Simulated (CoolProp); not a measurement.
Model: reference Helmholtz-energy equation of state, Lemmon 2013, in CoolProp.

Problem. Give the vapour pressure (MPa), vapour density (kg/m³), enthalpy of vaporisation (kJ/kg), liquid viscosity (µPa s) of saturated propylene at 322.2, 330.9 K.

Solution. 
```csv
T (K),p (MPa),vapour density (kg/m³),enthalpy of vaporisation (kJ/kg),liquid viscosity (µPa s)
322.2,2.01,44.7,281,74.9
330.9,2.42,55.7,257,68.0
```

Viscosity comes from a separate model (Huber 2003), an estimate that may be off by 10 % or more.
